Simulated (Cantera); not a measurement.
Feed: 1 mol HgO, 0.27 mol H₂, equilibrated at 1202 °C and 14.0 mbar.

These are equilibrium values from Cantera (NASA tables, ideal gas, pure condensed phases), not measurements of a reactor. Candidate condensed phases: H₂O, Hg, HgO; 10 gas species. Equilibrium is a limit: real reactors are often held back by kinetics, nucleation or transport.

Base state: Hg 0.612, O₂ 0.223, H₂O 0.165, OH 0.000238, O 1.15e-5 (mole fractions); condensed: gas only.

Task: What changes in the equilibrium state with this change: H₂ from 0.27 to 0.074 mol?

Result: 
```tsv
species	before	after
Hg	0.612	0.651
O₂	0.223	0.301
H₂O	0.165	0.0481
OH	0.000238	0.000138
O	1.15e-5	1.33e-5
```

Task: What changes in the equilibrium state with this change: H₂ from 0.27 to 0.17 mol?

Result: 
```csv
species,before,after
Hg,0.612,0.631
O₂,0.223,0.262
H₂O,0.165,0.107
OH,0.000238,0.000199
O,1.15e-5,1.24e-5
```
